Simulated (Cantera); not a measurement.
# C3H6 + CO2 + N2 (carbon deposition, reforming and gasification)

A closed system holds: 1 mol C3H6, 0.044 mol CO2, 0.37 mol N2, equilibrated at 2448 K and 0.133 bar.

Method: chemical equilibrium by Gibbs-energy minimisation in Cantera with the NASA 1993 tables (ideal gas, pure condensed phases). Candidate condensed phases: C, C6H6, C7H8, C8H18, H2O; 136 gas species. Rates play no part.

```yaml
x(H2): 0.805
x(N2): 0.0948
x(H): 0.0489
x(CO): 0.0248
x(HCN): 0.0171
x(C2H2 (acetylene)): 0.00696
x(HNC): 0.00189
x(CN): 5.59e-5
x(C2H): 2.71e-5
n(C(graphite)): 2.84 mol
gas_amount: 3.545 mol
```
